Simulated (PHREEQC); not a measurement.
Acid rinse or clean

Make-up at 25 °C: 0.0015 mol HBr, 0.00056 mol CuSO4 and 3.1e-05 mol CuCl2 per kg of water. Closed to the air; pH follows from the charge balance.

All values are PHREEQC results (ion-association model, phreeqc.dat), not measurements.

This is a speciation only: nothing precipitates in the calculation.

Question: Estimate the pH.

Answer: pH 2.87.

Question: In which forms is Cu present?

Answer: Cu+2 94 %, CuSO4 5.5 % of the Cu.
